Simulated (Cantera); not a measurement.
Feed: 1 mol Si, 0.029 mol N2O, 1.1 mol H2, 0.15 mol H2O, at 2.10 Pa.

Method: chemical equilibrium by Gibbs-energy minimisation in Cantera with the NASA 1993 tables (ideal gas, pure condensed phases). Candidate condensed phases: H2O, Si, SiO2, Si2N2O, Si3N4; 35 gas species. Mutual solubility and eutectic melting of coexisting phases are not modelled. The tables hold silica as quartz up to 1696 K and as liquid above; real silica turns to tridymite and cristobalite and melts near 1996 K. Gases not in the tables: Si2H6 and higher silanes. Rates play no part.

Task: What share of the Si ends up in condensed phases as a function of T (°C), at 627, 727, 827, 927, 1027, 1127, 1227, 1327, 1427, 1527, 1627, 1727, 1827, 1927?

Result: 
| T (°C) | Si condensed (%) | as |
|---|---|---|
| 627 | 100.0 | Si(s) + SiO2(β-quartz) + Si2N2O(s) |
| 727 | 100.0 | Si(s) + SiO2(β-quartz) + Si2N2O(s) |
| 827 | 99.9 | Si(s) + SiO2(β-quartz) + Si2N2O(s) |
| 927 | 96.7 | Si(s) + SiO2(β-quartz) + Si2N2O(s) |
| 1027 | 85.0 | Si(s) + Si2N2O(s) |
| 1127 | 84.0 | Si(s) + Si2N2O(s) |
| 1227 | 82.0 | Si(s) |
| 1327 | 81.4 | Si(s) |
| 1427 | 77.1 | Si(l) |
| 1527 | 54.5 | Si(l) |
| 1627 | 0.0 | - |
| 1727 | 0.0 | - |
| 1827 | 0.0 | - |
| 1927 | 0.0 | - |
